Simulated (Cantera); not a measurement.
Input: 1 mol CH3SiH3, 0.19 mol HCl, 510 mol H2, 0.011 mol C2H4, at 2523 K and 1.00 bar.

Equilibrium computed with Cantera from the NASA thermochemical tables; the gas is ideal and each condensed phase is pure. Candidate condensed phases: C, C6H6, C7H8, C8H18, Si, SiC; 109 gas species. The feed counts by its element totals alone. Gases not in the tables: Si2H6 and higher silanes. Kinetics and transport are ignored.

Base state: H2 0.969, H 0.0274, Si 0.00124, C2H2 (acetylene) 0.000898, HCl 0.000356, SiH 0.000311, SiH2 0.000236, Si2C 4.54e-5 (mole fractions); condensed: gas only.

**Question.** What changes in the equilibrium state with this change: temperature from 2523 K to 1675 K?

**Answer.** 
```csv
species,before,after
H2,0.969,0.999
HCl,0.000356,0.000370
H,0.0274,0.000116
Si,0.00124,1.48e-7
SiH2,0.000236,3.83e-6
Si2C,4.54e-5,<1e-9
SiC2,2.66e-5,<1e-9
C2H2 (acetylene),0.000898,9.03e-8
SiH,0.000311,2.48e-7
CH3,1.91e-5,1.12e-7
"SiC(s), mol",0,0.997
```

**Question.** What changes in the equilibrium state with this change: temperature from 2523 K to 2598 K?

**Answer.** 
```tsv
species	before	after
H2	0.969	0.960
H	0.0274	0.0373
Si	0.00124	0.00133
Si2C	4.54e-5	2.70e-5
CH4	3.79e-5	2.87e-5
SiH2	0.000236	0.000190
```
